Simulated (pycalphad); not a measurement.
## Effect of Si content in Fe-Si

CALPHAD calculation (pycalphad, COST 507 light-alloy database (1999)), 1 atm. These are 1990s assessments: newer ones move some temperatures and phases. Phase fractions are per mole of atoms.

Problem. One of these alloys has its liquidus at 1249 °C, its solidus at 1204 °C, and holds FESI2_L 0.90, FESI 0.10 at 727 °C. Which?
(A) Fe-8.13Si (at.%)
(B) Fe-65Si (at.%)
(C) Fe-48.75Si (at.%)

Solution. B, Fe-65Si (at.%). The others: Fe-8.13Si (at.%), liquidus 1466, solidus 1443; Fe-48.75Si (at.%), liquidus 1408, solidus 1203

Database names, with the compositions (at.%) that they take in these runs: FESI: Fe 50 Si 50; FESI2_L: Si 67 Fe 33.
